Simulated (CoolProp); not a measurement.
Vapour-liquid equilibrium of toluene (1) + n-decane (2) at 0.978 MPa; x and y are mole fractions of (1).

Model: multi-fluid Helmholtz-energy mixture model, Lemmon 2006 and Lemmon 2006; pair parameters Bell 2016, in CoolProp.

Question: Give the bubble temperature and the first vapour's composition at x = 0.425, 0.725, 0.875. Is there an azeotrope?

Answer: x = 0.425: 524.1 K, y = 0.643; x = 0.725: 503.1 K, y = 0.872; x = 0.875: 494.8 K, y = 0.947. No azeotrope shows between x = 0.05 and 0.95.

Pair parameters are fitted to limited data, so mixtures are less certain than the pure fluids.
